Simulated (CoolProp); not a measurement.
Computed with CoolProp (reference Helmholtz-energy equation of state, Lemmon 2005). It is a short technical equation, of lower accuracy than the large ones.

Q: For cis-2-butene, give the phase and the cp (kJ/(kg K)), cv (kJ/(kg K)), speed of sound (m/s), Joule-Thomson coefficient (K/MPa) at 289 K and 10.5 kPa.

A: 
- 289 K and 10.5 kPa: gas; cp 1.41, cv 1.26, speed of sound 218, Joule-Thomson coefficient 36.8
